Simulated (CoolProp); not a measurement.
A closed Brayton cycle with dry air: compressor inlet 317.15 K and 2.3 MPa, high pressure 7.15 MPa, turbine inlet 765 K, compressor efficiency 0.8, turbine efficiency 0.9, recuperator effectiveness 0.8 (on enthalpy, no pinch check). Each further row changes one setting.

Computed with CoolProp (reference Helmholtz-energy equation of state, Lemmon 2000). It is a pseudo-pure fit of the blend.

| case | thermal efficiency (%) | net work (kJ/kg) | compressor to turbine work | compressor exit (K) | turbine exit (K) |
|---|---|---|---|---|---|
| as stated | [?] | 42.4 | 0.78 | 468.7 | 583.6 |
| turbine inlet 715 K | [?] | [?] | 0.84 | 468.7 | [?] |
| compressor inlet 327.15 K | [?] | 37.4 | 0.81 | 483.2 | 583.6 |
| high pressure 6.08 MPa | [?] | 43.1 | 0.75 | 444.1 | 606.7 |
| recuperator effectiveness 0.5 | [?] | 42.4 | 0.78 | 468.7 | 583.6 |

Q: Complete the blanks.

A: 
- as stated, thermal efficiency (%): 19.0
- turbine inlet 715 K, thermal efficiency (%): 14.5
- turbine inlet 715 K, net work (kJ/kg): 29.3
- turbine inlet 715 K, turbine exit (K): 543.8
- compressor inlet 327.15 K, thermal efficiency (%): 17.0
- high pressure 6.08 MPa, thermal efficiency (%): 20.7
- recuperator effectiveness 0.5, thermal efficiency (%): 16.4
